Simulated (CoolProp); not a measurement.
n-heptane at several states: density (kg/m³) from the reference equation and from simpler models built on Tc = 541.2 K, pc = 2.774 MPa, ω = 0.349; each cubic takes its own stable root.

Model: reference Helmholtz-energy equation of state, Span 2003, in CoolProp. It is a short technical equation, of lower accuracy than the large ones.

```csv
T (K),p (MPa),phase,reference
330.8,0.117,liquid,651.5
597.4,0.905,gas,19.93
224.7,0.6,liquid,740.9
583.6,0.0699,gas,1.453
256.1,0.859,liquid,715.2
```

Task: How far does each simpler model (van der Waals, Redlich-Kwong, Soave-Redlich-Kwong, Peng-Robinson) lie from the reference over these 5 states: mean and median of the absolute difference, and the worst?

Result: 
- van der Waals: mean 36.9 %, median 42.3 %, worst -99.3 % at 330.8 K and 0.117 MPa
- Redlich-Kwong: mean 8.9 %, median 14.4 %, worst -14.8 % at 224.7 K and 0.6 MPa
- Soave-Redlich-Kwong: mean 7.2 %, median 10.8 %, worst -13.0 % at 224.7 K and 0.6 MPa
- Peng-Robinson: mean 1.0 %, median 0.8 %, worst -2.4 % at 224.7 K and 0.6 MPa

At some of these states van der Waals gives the other phase, because its saturation line lies elsewhere.
